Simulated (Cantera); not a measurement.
## Adiabatic ignition

An adiabatic, constant-pressure homogeneous reactor starts with 15.0 % H2, 17.4 % O2, 65.6 % N2, 1.95 % NO, at 1523 K and 760 Torr.

Computed with Cantera and GRI-Mech 3.0 (53 species, 325 reactions).

```
t (s)     T (K)     x H2    x O2     x H2O    x N2O       x O    x NO
--------  -----  -------  ------  --------  -------  --------  ------
3.00e-6    1523    0.150   0.174   4.47e-6  1.80e-8   1.12e-6  0.0195
7.83e-6    1523    0.149   0.174  0.000838  4.13e-7  0.000183  0.0195
2.04e-5    1816   0.0161  0.0981     0.110  6.47e-7    0.0317  0.0199
5.33e-5    2160   0.0107  0.0978     0.129  4.84e-7    0.0190  0.0204
0.000139   2380  0.00499   0.100     0.144  6.40e-7   0.00833  0.0206
0.000363   2463  0.00251   0.103     0.151  8.43e-7   0.00414  0.0206
0.000949   2467  0.00239   0.103     0.152  8.50e-7   0.00394  0.0203
0.00248    2468  0.00240   0.103     0.151  8.41e-7   0.00397  0.0197
0.00646    2470  0.00242   0.104     0.151  8.24e-7   0.00402  0.0183
0.0169     2473  0.00244   0.105     0.151  8.00e-7   0.00410  0.0163
0.0440     2475  0.00246   0.105     0.151  7.86e-7   0.00416  0.0150
0.115      2476  0.00246   0.105     0.151  7.85e-7   0.00416  0.0148
0.300      2476  0.00246   0.105     0.151  7.85e-7   0.00416  0.0148
```
x: mole fraction; the columns are a selection and need not sum to one.

```
Quantity                                                             Value
---------------------------------  ---------------------------------------
time of steepest temperature rise                                  13.6 µs
temperature at 0.300 s                                              2476 K
equilibrium temperature                                             2476 K
x(H2) at 0.300 s                   0.00246 (gas-phase equilibrium 0.00246)
x(O2) at 0.300 s                       0.105 (gas-phase equilibrium 0.105)
x(H2O) at 0.300 s                      0.151 (gas-phase equilibrium 0.151)
```
